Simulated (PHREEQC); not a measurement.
A solution holds 0.26 mol NH4HCO3, 1.4 mol NH4Br and 0.006 mol NH4Cl per kg of water, at 25 °C. Closed to the air; pH follows from the charge balance.

All values are PHREEQC results (ion-association model, wateq4f.dat), not measurements.

* **pH**: 7.22
* **ionic strength**: 1.65 mol/kgw
* **activity of water**: 0.943
* **total alkalinity**: 260 meq/kg

| species | molality | activity | log γ |
|---|---|---|---|
| NH4+ | 1.65 | 1.53 | -0.034 |
| Br- | 1.40 | 1.29 | -0.034 |
| HCO3- | 0.244 | 0.154 | -0.200 |
| CO2 | 0.0152 | 0.0222 | 0.165 |
| NH3 | 0.0144 | 0.0144 | 0.000 |
| Cl- | 0.00600 | 0.00345 | -0.240 |
| CO3-2 | 0.000754 | 0.000120 | -0.799 |
| OH- | 2.88e-7 | 1.56e-7 | -0.265 |
| H+ | 8.27e-8 | 6.04e-8 | -0.137 |

No solid was allowed to form. The ionic strength is past about 0.7 mol/kgw, beyond the range of this activity model, so the values are rough. Complexes and solids missing from the database can't appear. Carbamate, which ammonia and carbonate form, is missing from the database.
